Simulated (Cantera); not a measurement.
Feed: 1 mol Fe(CO)5, a varied amount of H2, at 0.330 bar.

Points: T (K) = 950, 1000, 1050, 1100, 1150, 1200, 1250, 1300, 1350, 1400, 1450; n(H2) (mol) = 0.082, 0.25, 0.41, 0.58, 0.74, 0.91, 1.1, 1.2, 1.4.

Cantera's Mixture.equilibrate('TP', solver="vcs", rtol=1e-11, max_steps=5000) on the NASA tables stopped like this:

```
ERROR: FAILURE its = 5001!

*******************************************************************************
CanteraError thrown by MultiPhase::equilibrate:
VCS solver failed. Return code: -1
*******************************************************************************
```

**Question.** What got this run through?

**Answer.** One answer among several that fit: The failure is numerical, not chemical. The same input converged with solver="gibbs", rtol=1e-10, max_steps=50000, and the result passed a check of the equilibrium conditions:
```
    950      0.082  C(gr) + FeO(s)
    950       0.25  C(gr) + FeO(s)
    950       0.41  C(gr) + FeO(s)
    950       0.58  C(gr) + FeO(s)
    950       0.74  C(gr) + FeO(s)
    950       0.91  C(gr) + FeO(s)
    950        1.1  C(gr) + FeO(s)
    950        1.2  C(gr) + FeO(s)
    950        1.4  C(gr) + FeO(s)
   1000      0.082  C(gr) + Fe(a)
   1000       0.25  C(gr) + Fe(a)
   1000       0.41  C(gr) + Fe(a)
   1000       0.58  C(gr) + Fe(a)
   1000       0.74  C(gr) + Fe(a)
   1000       0.91  C(gr) + Fe(a)
   1000        1.1  C(gr) + Fe(a)
   1000        1.2  C(gr) + Fe(a)
   1000        1.4  C(gr) + Fe(a)
   1050      0.082  C(gr) + Fe(a)
   1050       0.25  C(gr) + Fe(a)
   1050       0.41  C(gr) + Fe(a)
   1050       0.58  C(gr) + Fe(a)
   1050       0.74  C(gr) + Fe(a)
   1050       0.91  C(gr) + Fe(a)
   1050        1.1  C(gr) + Fe(a)
   1050        1.2  C(gr) + Fe(a)
   1050        1.4  C(gr) + Fe(a)
   1100      0.082  C(gr) + Fe(a)
   1100       0.25  C(gr) + Fe(a)
   1100       0.41  C(gr) + Fe(a)
   1100       0.58  C(gr) + Fe(a)
   1100       0.74  C(gr) + Fe(a)
   1100       0.91  C(gr) + Fe(a)
   1100        1.1  C(gr) + Fe(a)
   1100        1.2  C(gr) + Fe(a)
   1100        1.4  C(gr) + Fe(a)
   1150      0.082  C(gr) + Fe(a)
   1150       0.25  C(gr) + Fe(a)
   1150       0.41  C(gr) + Fe(a)
   1150       0.58  C(gr) + Fe(a)
   1150       0.74  C(gr) + Fe(a)
   1150       0.91  C(gr) + Fe(a)
   1150        1.1  C(gr) + Fe(a)
   1150        1.2  C(gr) + Fe(a)
   1150        1.4  C(gr) + Fe(a)
   1200      0.082  C(gr) + Fe(c)
   1200       0.25  C(gr) + Fe(c)
   1200       0.41  C(gr) + Fe(c)
   1200       0.58  C(gr) + Fe(c)
   1200       0.74  C(gr) + Fe(c)
   1200       0.91  C(gr) + Fe(c)
   1200        1.1  C(gr) + Fe(c)
   1200        1.2  C(gr) + Fe(c)
   1200        1.4  C(gr) + Fe(c)
   1250      0.082  C(gr) + Fe(c)
   1250       0.25  C(gr) + Fe(c)
   1250       0.41  C(gr) + Fe(c)
   1250       0.58  C(gr) + Fe(c)
   1250       0.74  C(gr) + Fe(c)
   1250       0.91  C(gr) + Fe(c)
   1250        1.1  C(gr) + Fe(c)
   1250        1.2  C(gr) + Fe(c)
   1250        1.4  C(gr) + Fe(c)
   1300      0.082  C(gr) + Fe(c)
   1300       0.25  C(gr) + Fe(c)
   1300       0.41  C(gr) + Fe(c)
   1300       0.58  C(gr) + Fe(c)
   1300       0.74  C(gr) + Fe(c)
   1300       0.91  C(gr) + Fe(c)
   1300        1.1  C(gr) + Fe(c)
   1300        1.2  C(gr) + Fe(c)
   1300        1.4  C(gr) + Fe(c)
   1350      0.082  C(gr) + Fe(c)
   1350       0.25  C(gr) + Fe(c)
   1350       0.41  C(gr) + Fe(c)
   1350       0.58  C(gr) + Fe(c)
   1350       0.74  C(gr) + Fe(c)
   1350       0.91  C(gr) + Fe(c)
   1350        1.1  C(gr) + Fe(c)
   1350        1.2  C(gr) + Fe(c)
   1350        1.4  C(gr) + Fe(c)
   1400      0.082  C(gr) + Fe(c)
   1400       0.25  C(gr) + Fe(c)
   1400       0.41  C(gr) + Fe(c)
   1400       0.58  C(gr) + Fe(c)
   1400       0.74  C(gr) + Fe(c)
   1400       0.91  C(gr) + Fe(c)
   1400        1.1  C(gr) + Fe(c)
   1400        1.2  C(gr) + Fe(c)
   1400        1.4  C(gr) + Fe(c)
   1450      0.082  C(gr) + Fe(c)
   1450       0.25  C(gr) + Fe(c)
   1450       0.41  C(gr) + Fe(c)
   1450       0.58  C(gr) + Fe(c)
   1450       0.74  C(gr) + Fe(c)
   1450       0.91  C(gr) + Fe(c)
   1450        1.1  C(gr) + Fe(c)
   1450        1.2  C(gr) + Fe(c)
   1450        1.4  C(gr) + Fe(c)
```

The gas is ideal and each condensed phase is pure. Iron dissolves carbon and melts from about 1420 K in contact with it, which pure phases cannot show. The tables' stoichiometric FeO is somewhat more stable than real wüstite, so its field is too wide. FeO: taken at fixed stoichiometry. Condensed phases not in the tables: cementite and carbon dissolved in iron.
